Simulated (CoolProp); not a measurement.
o-xylene along the isotherm 59.25 °C: fugacity coefficient from the reference equation and from simpler models built on Tc = 357.1 °C, pc = 3.737 MPa, ω = 0.312; each cubic takes its own stable root.

Values from CoolProp's reference Helmholtz-energy equation of state, Zhou 2012.

```tsv
p (MPa)	phase	reference
0.125	liquid	0.04215
0.249	liquid	0.02128
0.374	liquid	0.01425
0.498	liquid	0.01076
0.623	liquid	0.008651
0.747	liquid	0.007255
0.872	liquid	0.006251
0.997	liquid	0.005498
1.12	liquid	0.004921
1.25	liquid	0.004436
1.37	liquid	0.004069
1.49	liquid	0.003762
1.62	liquid	0.003480
1.74	liquid	0.003258
1.87	liquid	0.003049
```

Q: How far does each simpler model (van der Waals, Redlich-Kwong, Peng-Robinson) lie from the reference over these 15 states: mean and median of the absolute difference, and the worst?

A: 
- van der Waals: mean 2610.5 %, median 2635.5 %, worst +2716.0 % at 59.25 °C and 1.87 MPa
- Redlich-Kwong: mean 227.0 %, median 226.8 %, worst +229.3 % at 59.25 °C and 1.87 MPa
- Peng-Robinson: mean 2.0 %, median 2.0 %, worst +2.1 % at 59.25 °C and 1.87 MPa

At some of these states van der Waals gives the other phase, because its saturation line lies elsewhere.
